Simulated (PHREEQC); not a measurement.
0.022 g of hydrous ferric oxide (600 m²/g; 0.2 weak and 0.005 strong sites per Fe, Dzombak-Morel constants, diffuse double layer) in 1 kg of water with 0.1 mol/kgw of an inert sodium salt, at 25 °C; the pH is set by adding NaOH or the inert anion's acid. O2 is buffered at 0.21 atm. CO2 from the air is kept out. Nothing may precipitate in this run.

Base run: PHREEQC, ion-association model, wateq4f.dat. Each further column changes one thing. The table gives surface charge σ (C/m²).

| pH | base | background salt from 0.1 to 0.01 mol/kgw | oxide from 0.022 to 0.11 g/kgw | 6.2e-06 mol/kgw H3BO3 added |
|---|---|---|---|---|
| 3 | 0.363 | 0.324 | 0.363 | 0.363 |
| 3.5 | 0.350 | 0.275 | 0.350 | 0.350 |
| 4 | 0.321 | 0.216 | 0.321 | 0.321 |
| 4.5 | 0.272 | 0.160 | 0.272 | 0.272 |
| 5 | 0.215 | 0.113 | 0.215 | 0.215 |
| 5.5 | 0.159 | [?] | 0.159 | 0.159 |
| 6.5 | 0.074 | [?] | 0.074 | 0.074 |
| 7 | 0.045 | [?] | 0.045 | 0.045 |
| 7.5 | 0.022 | 0.008 | 0.022 | 0.022 |
| 8 | 0.004 | 0.001 | 0.004 | 0.004 |
| 8.5 | -0.014 | -0.005 | -0.014 | -0.014 |
| 9 | -0.034 | -0.013 | -0.034 | -0.034 |

### Question
Complete the blanks.

### Answer

- 5.5, background salt from 0.1 to 0.01 mol/kgw: 0.077
- 6.5, background salt from 0.1 to 0.01 mol/kgw: 0.030
- 7, background salt from 0.1 to 0.01 mol/kgw: 0.017

The oxide is taken as insoluble; below pH 4 it would dissolve.
